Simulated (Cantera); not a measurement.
A closed system holds: 1 mol Ta, 11 mol N2O, 10 mol N2, at 1.33 mbar.

Equilibrium computed with Cantera from the NASA thermochemical tables; the gas is ideal and each condensed phase is pure. Candidate condensed phases: Ta, Ta2O5; 12 gas species. Kinetics and transport are ignored.

Task: At 1502 °C, list the 4 most abundant gas species with their mole fractions, and the condensed phases.

Result: N2 0.830, O2 0.166, NO 0.00348, O 0.00107. Condensed: Ta2O5(s).
